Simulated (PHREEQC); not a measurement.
Make-up at 59 °C and 100 atm: 0.0091 mol/kgw CdCl2, 5.8e-05 mol/kgw MgSO4, 8.9e-05 mol/kgw NaF and 0.0048 mol/kgw NaCl. Closed to the air; pH follows from the charge balance.

Model: ion-association model, phreeqc.dat, run in PHREEQC.

Q: The ionic strength comes out as 0.0228 mol/kgw. What activity coefficients do SO4-2, Na+, CdCl3-, Mg+2, CdOH+ get?

A: SO4-2 0.55, Na+ 0.86, CdCl3- 0.86, Mg+2 0.56, CdOH+ 0.86.

Precipitation was switched off in this run. Species that the database lacks are ignored. Under pressure, the constants of complexes without a molar volume in the database are unreliable. At this temperature some constants are extrapolated from 25 °C, and those without enthalpy data are left unchanged.
